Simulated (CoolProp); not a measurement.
Aqueous calcium chloride as a coolant, at 29 °C, 1 atm.

The numbers come from the Melinder's fits for secondary coolants in CoolProp.

```tsv
mass %	freezing point (°C)	density (kg/m³)	viscosity (mPa s)	Prandtl number	conductivity (W/(m K))
1.4	-0.6	___	0.854	5.72	0.612
4.2	-1.9	1031	0.918	5.95	0.609
7.1	-3.6	1057	0.986	6.17	0.605
9.9	-5.8	___	1.06	6.42	0.601
12.8	-8.5	1110	___	6.78	0.598
15.6	-11.8	1136	1.29	7.27	0.594
18.5	-15.8	1163	1.47	7.97	0.590
21.4	-20.8	1190	1.70	8.92	0.586
24.2	-26.9	___	1.99	10.2	0.582
27.1	___	1245	___	11.8	0.577
29.9	-47.5	1276	2.85	13.9	0.573
```

### Question
What belongs in the gaps?

### Answer

- 1.4, density (kg/m³): 1007
- 9.9, density (kg/m³): 1083
- 12.8, viscosity (mPa s): 1.17
- 24.2, density (kg/m³): 1217
- 27.1, freezing point (°C): -35.6
- 27.1, viscosity (mPa s): 2.37
